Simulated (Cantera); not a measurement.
**Catalytic combustion on Pt**

An isothermal plug-flow reactor at 950 K and 1.01 bar (inlet), inlet velocity 0.25 m/s, active area per volume 1600 1/m; feed H2 : O2 : N2 = 0.0033 : 0.13 : 0.79 (molar parts), equivalence ratio 0.013.

Computed with Cantera and Deutschmann's 1995 Pt surface mechanism with GRI-Mech 3.0 gas chemistry. Catalytic surfaces can have several steady states; this one follows from the mechanism file's or the stated starting coverage. Mass transfer to the wall is taken as infinitely fast.

| z (m) | x H2 | x O2 | x H2O | θ free Pt | θ O* | θ OH* |
|---|---|---|---|---|---|---|
| 3.9e-05 | 0.000956 | 0.140 | 0.00262 | 0.137 | 0.862 | 0.00104 |
| 6.9e-05 | 0.000363 | 0.139 | 0.00322 | 0.134 | 0.865 | 0.00108 |
| 0.00012 | 7.17e-5 | 0.139 | 0.00351 | 0.133 | 0.866 | 0.00110 |
| 0.00022 | 3.03e-6 | 0.139 | 0.00358 | 0.133 | 0.866 | 0.00110 |
| 0.00039 | 1.40e-8 | 0.139 | 0.00358 | 0.133 | 0.866 | 0.00110 |
| 0.00069 | 4.91e-12 | 0.139 | 0.00358 | 0.133 | 0.866 | 0.00110 |
| 0.0012 | 3.84e-12 | 0.139 | 0.00358 | 0.133 | 0.866 | 0.00110 |
| 0.0022 | 3.84e-12 | 0.139 | 0.00358 | 0.133 | 0.866 | 0.00110 |
| 0.0039 | 3.84e-12 | 0.139 | 0.00358 | 0.133 | 0.866 | 0.00110 |
x: gas mole fraction; θ: surface coverage.
